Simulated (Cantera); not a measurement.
An isothermal, constant-pressure homogeneous reactor starts with CH4 : H2 : H = 0.033 : 1 : 0.0038 (molar parts), at 1650 K and 11.3 Torr. Integrator tolerance rtol = 1e-08.

Detailed kinetics in Cantera: GRI-Mech 3.0 (53 species, 325 reactions). GRI-Mech 3.0 stops at C3 and has no aromatics, soot or wall deposition, so with more carbon than oxygen in the feed, carbon stays in small species such as C2H2 where larger ones or solid carbon would form. Radical loss at walls, strong at low pressure, is not modelled.

**Question.** What does this change do: temperature 1650 to 2050 K?

**Answer.** 
```csv
quantity,before,after
x(CH4) at 1.00 s,0.0188 (gas-phase equilibrium 0.000353),5.14e-5 (gas-phase equilibrium 2.01e-5)
x(H2) at 1.00 s,0.974 (gas-phase equilibrium 0.984),0.967 (gas-phase equilibrium 0.966)
x(H) at 1.00 s,0.000634 (gas-phase equilibrium 0.000741),0.0175 (gas-phase equilibrium 0.0183)
x(C2H6) at 1.00 s,9.81e-7 (gas-phase equilibrium 7.33e-10),3.71e-11 (gas-phase equilibrium 6.74e-12)
x(C2H) at 1.00 s,1.75e-8 (gas-phase equilibrium 5.01e-8),6.11e-6 (gas-phase equilibrium 6.40e-6)
```
